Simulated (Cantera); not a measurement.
A Cantera script and what it prints.

```python
import numpy as np
import cantera as ct

gas_names = """
    CL CL2 H HCL H2 Si SiCL SiCL2 SiCL3 SiCL4 SiH SiHCL3 SiH2 SiH2CL2 SiH3 SiH3CL SiH4 Si2 Si3
""".split()
cond_names = """
    Si(cr) Si(L)
""".split()


# ... load() reads the species with a 1 bar reference pressure and builds the phases ...
atoms = {
    'Si': {'Si': 1},
    'HCl': {'H': 1, 'CL': 1},
    'H2': {'H': 2},
}
top_T = {}  # K; cautious upper limits of use, not melting points


# ... equilibrate(T, P, feed) seeds the gas with the atoms and calls Mixture.equilibrate('TP', solver="vcs", rtol=1e-11, max_steps=5000) ...
results = []
feed = {'Si': 1, 'HCl': 0.69, 'H2': 1.1}  # mol
T = 1548  # K
P = 450000  # Pa
mix = equilibrate(T, P, feed)
results.append((T, P, feed, dict(zip(mix.species_names, mix.species_moles))))
x = sorted(zip(gas.X, gas.species_names), reverse=True)
print(f"T = {T:g} K  P = {P:g} Pa  gas = {mix.phase_moles(0):.4g} mol")
print("   x: " + "  ".join(f"{s} {v:.3e}" for v, s in x if v > 0.001))
print("   condensed (mol): " + ("  ".join(f"{mix.phase(i).name} {mix.phase_moles(i):.4g}"
      for i in range(1, mix.n_phases) if mix.phase_moles(i) > 1e-12) or "none"))
```

It prints:

```
T = 1548 K  P = 450000 Pa  gas = 1.691 mol
   x: H2 7.895e-01  HCL 1.003e-01  SiCL2 4.237e-02  SiCL4 2.319e-02  SiHCL3 2.231e-02  SiCL3 1.873e-02  SiH2CL2 3.496e-03
   condensed (mol): Si(cr) 0.8135
```

Cantera equilibrium calculation (NASA polynomials, part measured and part estimated; ideal gas, pure solids and liquids). The tables' values for SiCl3 are old estimates; treat these amounts as uncertain.
